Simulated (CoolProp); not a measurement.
A single-stage vapour-compression cycle with R1336mzz(Z): evaporating at 288.15 K (dew point), condensing at 311.15 K (bubble point), superheat 5 K, subcooling 8 K, compressor efficiency 0.75, no pressure losses. Each further row changes one setting.

Computed with CoolProp (reference Helmholtz-energy equation of state, McLinden 2020).

```json
[
 {"case": "as stated", "cooling COP": "9.12", "pressure ratio": "2.44", "discharge temperature (K)": "315.6", "refrigerating effect (kJ/kg)": "159", "volumetric capacity (kJ/m³)": "539"},
 {"case": "evaporating temperature 293.15 K", "cooling COP": "12.1", "pressure ratio": "1.98", "discharge temperature (K)": "315.5", "refrigerating effect (kJ/kg)": "163", "volumetric capacity (kJ/m³)": "672"},
 {"case": "condensing temperature 306.15 K", "cooling COP": "11.9", "pressure ratio": "2.04", "discharge temperature (K)": "311.0", "refrigerating effect (kJ/kg)": "165", "volumetric capacity (kJ/m³)": "560"},
 {"case": "subcooling 13 K", "cooling COP": "9.47", "pressure ratio": "2.44", "discharge temperature (K)": "315.6", "refrigerating effect (kJ/kg)": "165", "volumetric capacity (kJ/m³)": "560"},
 {"case": "superheat 15 K", "cooling COP": "9.25", "pressure ratio": "2.44", "discharge temperature (K)": "325.6", "refrigerating effect (kJ/kg)": "168", "volumetric capacity (kJ/m³)": "547"},
 {"case": "compressor efficiency 0.65", "cooling COP": "7.90", "pressure ratio": "2.44", "discharge temperature (K)": "318.5", "refrigerating effect (kJ/kg)": "159", "volumetric capacity (kJ/m³)": "539"}
]
```
